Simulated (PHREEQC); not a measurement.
Solution (25 °C): 3.2 mol MgCl2 and 0.021 mol Na2B4O7 per kg of water. Closed to the air; pH follows from the charge balance.

Computed with PHREEQC (Pitzer model, pitzer.dat).

The pH is 6.26 and the ionic strength is 9.58 mol/kgw. The activity of water is 0.692. The density is 1.209 g/cm³, the osmotic coefficient is 2.113 and the total alkalinity comes out as 42.0 meq/kg.

```json
[
 {"species": "Cl-", "molality": "6.40", "activity": "4.53", "log γ": "-0.150"},
 {"species": "Mg+2", "molality": "3.17", "activity": "135", "log γ": "1.629"},
 {"species": "Na+", "molality": "0.0420", "activity": "0.195", "log γ": "0.666"},
 {"species": "B(OH)3", "molality": "0.0376", "activity": "0.119", "log γ": "0.502"},
 {"species": "MgB(OH)4+", "molality": "0.0333", "activity": "0.295", "log γ": "0.947"},
 {"species": "B(OH)4-", "molality": "0.00504", "activity": "8.73e-5", "log γ": "-1.762"},
 {"species": "B4O5(OH)4-2", "molality": "0.00122", "activity": "1.52e-7", "log γ": "-3.905"},
 {"species": "B3O3(OH)4-", "molality": "0.00108", "activity": "0.000193", "log γ": "-0.746"},
 {"species": "MgOH+", "molality": "0.000159", "activity": "0.000265", "log γ": "0.223"},
 {"species": "OH-", "molality": "6.06e-7", "activity": "1.28e-8", "log γ": "-1.674"},
 {"species": "H+", "molality": "2.60e-8", "activity": "5.46e-7", "log γ": "1.321"}
]
```

Precipitation was switched off in this run. In brines, pH and single-ion activities rest on the MacInnes convention.
